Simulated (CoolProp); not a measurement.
A Linde-Hampson liquefier for normal hydrogen: isothermal reversible compression at 290 K from 1 atm to 20 MPa, throttling to 1 atm, return gas leaving the recuperator 5 K below the feed. Each further row changes one setting.

Computed with CoolProp (reference Helmholtz-energy equation of state, Leachman 2009).

```
case                        compression work (kJ/kg of gas)
--------------------------  -------------------------------
as stated                                              6470
high pressure 40 MPa                                   7450
warm-end temperature 320 K                             7130
warm-end gap 10 K                                      6470
```
